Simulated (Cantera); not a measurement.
Mixture: 8.44 % CH4, 18.3 % O2, 68.9 % N2, 4.30 % H2O, equivalence ratio 0.92, at 0.660 bar, adiabatic and at constant pressure. Ignition delay is the time to a rise of 400 K.

Computed with Cantera and GRI-Mech 3.0 (53 species, 325 reactions).

### Question
Predict: delay at 1223 K; delay at 1298 K; delay at 1373 K; delay at 1448 K; delay at 1523 K; delay at 1598 K; delay at 1673 K; apparent activation energy between 1523 and 1673 K.

### Answer
```json
{
 "delay at 1223 K": "50.2 ms",
 "delay at 1298 K": "18.1 ms",
 "delay at 1373 K": "7.03 ms",
 "delay at 1448 K": "2.96 ms",
 "delay at 1523 K": "1.36 ms",
 "delay at 1598 K": "0.689 ms",
 "delay at 1673 K": "0.379 ms",
 "apparent activation energy between 1523 and 1673 K": "180 kJ/mol"
}
```
